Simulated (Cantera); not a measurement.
A perfectly stirred reactor is fed with 4.03 % CH4, 0.121 % C2H6, 20.2 % O2, 75.7 % N2, at 825 Torr; it is adiabatic with a 800 K inlet, and is followed from long to short residence time, starting on the burning branch (τ in s: 0.12, 0.048, 0.019, 0.0078, 0.0031, 0.0013, 0.00051, 0.0002, 8.2e-05, 3.3e-05, 1.3e-05, 5.3e-06).

Detailed kinetics in Cantera: GRI-Mech 3.0 (53 species, 325 reactions).

One state of this run: T (K) = 1729; x CH4 = 2.67e-5; x C2H6 = 2.06e-7; x O2 = 0.117; x H2 = 0.000126; x HO2 = 3.70e-6; x H2O = 0.0831. x: mole fraction; the columns are a selection and need not sum to one.

Question: Which value of τ (s) does it belong to?
(A) 5.3e-6
(B) 0.0031
(C) 0.048
(D) 0.019

Answer: D, 0.019
